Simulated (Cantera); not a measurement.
A perfectly stirred reactor is fed with NH3 : N2 = 1 : 0.25 (molar parts), at 0.0612 atm; it is held at 1823 K, and followed from long to short residence time.

Cantera simulation using the gas-phase N/H chemistry of the illustrative SiF4/NH3 mechanism in the Surface Chemkin manual (1991); the numbers are that mechanism's predictions, not measurements. Walls and surfaces, which speed up NH3 decomposition in real reactors, are not modelled.

Question: Predict: x(NH3) at τ = 16.0 s; x(NH) at τ = 16.0 s; x(N2H2) at τ = 16.0 s; x(N) at τ = 16.0 s; x(H) at τ = 16.0 s; x(NH3) at τ = 0.280 s; x(NH) at τ = 0.280 s; x(N2H2) at τ = 0.280 s; x(N) at τ = 0.280 s; x(H) at τ = 0.280 s.

Answer: 
```
Property                  Result
----------------------  --------
x(NH3) at τ = 16.0 s       0.107
x(NH) at τ = 16.0 s      2.72e-6
x(N2H2) at τ = 16.0 s    2.52e-7
x(N) at τ = 16.0 s       2.33e-7
x(H) at τ = 16.0 s      0.000265
x(NH3) at τ = 0.280 s      0.703
x(NH) at τ = 0.280 s     4.09e-6
x(N2H2) at τ = 0.280 s   3.27e-6
x(N) at τ = 0.280 s      1.12e-7
x(H) at τ = 0.280 s      2.13e-5
```
